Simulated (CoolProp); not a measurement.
Chlorine along the isobar 7.82 bar: fugacity coefficient from the reference equation and from simpler models built on Tc = 416.9 K, pc = 76.42 bar, ω = 0.070; each cubic takes its own stable root.

Computed with CoolProp (reference Helmholtz-energy equation of state, Thol 2021).

```tsv
T (K)	phase	reference	Redlich-Kwong	Soave-Redlich-Kwong
249.8	liquid	0.1978	0.1948	0.2023
265.6	liquid	0.3496	0.3539	0.3552
281.3	liquid	0.5699	0.5861	0.5764
297.1	liquid	0.8735	0.9051	0.8802
312.9	gas	0.9175	0.9227	0.9219
328.6	gas	0.9298	0.9324	0.9317
344.4	gas	0.9398	0.9406	0.9400
360.2	gas	0.9480	0.9476	0.9471
375.9	gas	0.9547	0.9535	0.9531
391.7	gas	0.9604	0.9586	0.9584
407.5	gas	0.9651	0.9630	0.9629
423.2	gas	0.9691	0.9668	0.9669
439	gas	0.9725	0.9702	0.9704
```
